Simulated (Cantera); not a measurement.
Standard-state values (1 bar) from the NASA 1993 polynomials, evaluated with Cantera. Values are per mole of reaction as written; species without (g) are pure solids or liquids, kept so even where they would boil at 1 bar. ZrN: taken at fixed stoichiometry.

ZrN + H₂O₂(g) → ZrO₂ + 2 H(g) + N(g), with ΔH° = 312.8 kJ and ΔS° = 159.9 J/K at 300 K.

Question: How far is the shortcut ΔG° ≈ ΔH°(300 K) − T·ΔS°(300 K) from the full temperature-dependent value at 750, 800, 850, 900, 950, 1000 K?

Answer: 
| T (K) | shortcut (kJ) | full (kJ) | difference (kJ) | difference in log10 K |
|---|---|---|---|---|
| 750 | 192.9 | 184.8 | 8.1 | -0.56 |
| 800 | 184.9 | 175.3 | 9.7 | -0.63 |
| 850 | 176.9 | 165.6 | 11.3 | -0.69 |
| 900 | 168.9 | 155.9 | 13.0 | -0.75 |
| 950 | 160.9 | 146.2 | 14.8 | -0.81 |
| 1000 | 152.9 | 136.3 | 16.6 | -0.87 |
The shortcut ignores the heat-capacity change of the reaction.
